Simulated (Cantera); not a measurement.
# Low-pressure radical oxidation in H2/O2

An isothermal, constant-pressure homogeneous reactor starts with 3.09 % H₂, 96.6 % O₂, 0.261 % H₂O, equivalence ratio 0.016, at 1250 K and 2670 Pa.

Cantera simulation using GRI-Mech 3.0 (53 species, 325 reactions); the numbers are that mechanism's predictions, not measurements. Radical loss at walls, strong at low pressure, is not modelled.

```json
[
 {"t (s)": "7.00e-5", "x H₂": "0.0309", "x O₂": "0.966", "x OH": "7.49e-9", "x H₂O": "0.00261", "x H₂O₂": "2.55e-12", "x HO₂": "9.56e-9"},
 {"t (s)": "0.000219", "x H₂": "0.0309", "x O₂": "0.966", "x OH": "7.08e-8", "x H₂O": "0.00261", "x H₂O₂": "2.47e-11", "x HO₂": "3.02e-8"},
 {"t (s)": "0.000684", "x H₂": "0.0309", "x O₂": "0.966", "x OH": "1.45e-5", "x H₂O": "0.00264", "x H₂O₂": "3.03e-10", "x HO₂": "1.97e-7"},
 {"t (s)": "0.00214", "x H₂": "0.000628", "x O₂": "0.942", "x OH": "0.00310", "x H₂O": "0.0297", "x H₂O₂": "1.41e-7", "x HO₂": "4.49e-6"},
 {"t (s)": "0.00669", "x H₂": "0.000304", "x O₂": "0.946", "x OH": "0.00240", "x H₂O": "0.0311", "x H₂O₂": "1.07e-7", "x HO₂": "3.86e-6"},
 {"t (s)": "0.0209", "x H₂": "0.000162", "x O₂": "0.956", "x OH": "0.00175", "x H₂O": "0.0324", "x H₂O₂": "9.89e-8", "x HO₂": "3.02e-6"},
 {"t (s)": "0.0654", "x H₂": "4.38e-5", "x O₂": "0.963", "x OH": "0.000916", "x H₂O": "0.0335", "x H₂O₂": "7.04e-8", "x HO₂": "1.59e-6"},
 {"t (s)": "0.205", "x H₂": "6.88e-6", "x O₂": "0.965", "x OH": "0.000366", "x H₂O": "0.0339", "x H₂O₂": "3.23e-8", "x HO₂": "4.91e-7"},
 {"t (s)": "0.640", "x H₂": "9.88e-7", "x O₂": "0.966", "x OH": "0.000140", "x H₂O": "0.0340", "x H₂O₂": "1.04e-8", "x HO₂": "1.09e-7"},
 {"t (s)": "2.00", "x H₂": "1.72e-7", "x O₂": "0.966", "x OH": "5.85e-5", "x H₂O": "0.0340", "x H₂O₂": "2.87e-9", "x HO₂": "2.61e-8"}
]
```
x: mole fraction; the columns are a selection and need not sum to one.

Equilibrium at this temperature and pressure: H₂ 7.37e-9, O₂ 0.966, OH 1.22e-5, H₂O 0.0341, H₂O₂ 2.01e-10, HO₂ 1.69e-8 (gas phase only).
